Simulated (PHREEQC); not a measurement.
# Silver or lead bath: an equilibrium model

A solution holds 0.7 mmol/kgw PbCl2, 37 mmol/kgw NaNO3 and 3.1 mmol/kgw HNO3, at 25 °C. Closed to the air; pH follows from the charge balance.

Model: ion-association model, wateq4f.dat, run in PHREEQC.

Precipitation was switched off in this run.

Predict the pH.

pH 2.57.

In which forms is Cl present?

Cl- 99 %, PbCl+ 1.0 % of the Cl.
